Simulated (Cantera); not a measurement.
Feed: 1 mol Si, 1.8 mol HCl, 0.55 mol H2, held at 500 K and 0.100 bar.

Method: chemical equilibrium by Gibbs-energy minimisation in Cantera with the NASA 1993 tables (ideal gas, pure condensed phases). Candidate condensed phases: Si; 19 gas species. Equilibrium is a limit: real reactors are often held back by kinetics, nucleation or transport.

Base state: H2 0.745, SiCl4 0.196, SiHCl3 0.0590, SiH2Cl2 0.000610 (mole fractions); condensed: Si(s).

What changes in the equilibrium state with this change: HCl from 1.8 to 5.2 mol?


```
species       before    after
----------  --------  -------
H2             0.745    0.537
HCl          3.94e-6    0.253
SiCl4          0.196    0.211
SiHCl3        0.0590  7.13e-7
SiH2Cl2     0.000610    <1e-9
Si(s), mol     0.522        0
```
